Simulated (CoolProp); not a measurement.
A Linde-Hampson liquefier for normal hydrogen: isothermal reversible compression at 250 K from 1 atm to 25 MPa, throttling to 1 atm, return gas leaving the recuperator 2 K below the feed. Each further row changes one setting.

Values from CoolProp's reference Helmholtz-energy equation of state, Leachman 2009.

| case | compression work (kJ/kg of gas) |
|---|---|
| as stated | 5850 |
| high pressure 50 MPa | 6760 |
| warm-end temperature 280 K | 6540 |
| warm-end gap 7 K | 5850 |
